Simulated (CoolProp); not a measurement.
Vapour-liquid equilibrium of R125 (1) + R236FA (2) at 34.25 °C; x and y are mole fractions of (1).

Model: multi-fluid Helmholtz-energy mixture model, Lemmon 2005 and Pan 2012; pair parameters Bell 2016, in CoolProp.

| x | bubble pressure (MPa) | y at the bubble point | dew pressure at overall composition x (MPa) | liquid density (mol/L) |
|---|---|---|---|---|
| 0.05 | 0.4255 | 0.165 | 0.3826 | 8.789 |
| 0.125 | 0.5152 | 0.345 | 0.4097 | 8.876 |
| 0.2 | 0.6064 | 0.475 | 0.4406 | 8.961 |
| 0.275 | 0.6993 | 0.574 | 0.4764 | 9.044 |
| 0.35 | 0.7939 | 0.652 | 0.5183 | 9.123 |
| 0.425 | 0.8906 | 0.716 | 0.5680 | 9.198 |
| 0.5 | 0.9897 | 0.769 | 0.6276 | 9.267 |
| 0.575 | 1.091 | 0.815 | 0.7005 | 9.329 |
| 0.65 | 1.196 | 0.855 | 0.7912 | 9.383 |
| 0.725 | 1.304 | 0.890 | 0.9066 | 9.425 |
| 0.8 | 1.417 | 0.923 | 1.057 | 9.453 |
| 0.875 | 1.534 | 0.953 | 1.256 | 9.462 |
| 0.95 | 1.658 | 0.981 | 1.523 | 9.445 |

No azeotrope shows between x = 0.05 and 0.95.

Pair parameters are fitted to limited data, so mixtures are less certain than the pure fluids.
